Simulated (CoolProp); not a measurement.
Vapour-liquid equilibrium of hydrogen chloride (1) + propane (2) at 5.65 °C; x and y are mole fractions of (1).

Computed with CoolProp (multi-fluid Helmholtz-energy mixture model, Thol 2018 and Lemmon 2009; pair parameters Bell 2016).

| x | bubble pressure, mixture model (bar) | bubble pressure, Raoult's law (bar) | y, mixture model | y, Raoult's law |
|---|---|---|---|---|
| 0.05 | ___ | 6.833 | ___ | 0.219 |
| 0.2 | 13.35 | 10.48 | 0.596 | 0.571 |
| 0.35 | 17.72 | 14.13 | 0.716 | 0.742 |
| 0.5 | 21.12 | 17.77 | 0.785 | 0.842 |
| 0.65 | 23.97 | 21.42 | 0.839 | 0.908 |
| 0.8 | 26.60 | 25.06 | 0.896 | 0.955 |
| 0.95 | ___ | 28.71 | 0.969 | 0.990 |

Problem. Fill in the missing entries.

Solution. 
- 0.05, bubble pressure, mixture model (bar): 7.739
- 0.05, y, mixture model: 0.275
- 0.95, bubble pressure, mixture model (bar): 29.13

The largest gap from Raoult's law is +27.4 % in bubble pressure, at x = 0.2. No azeotrope shows between x = 0.05 and 0.95.

Pair parameters are fitted to limited data, so mixtures are less certain than the pure fluids.
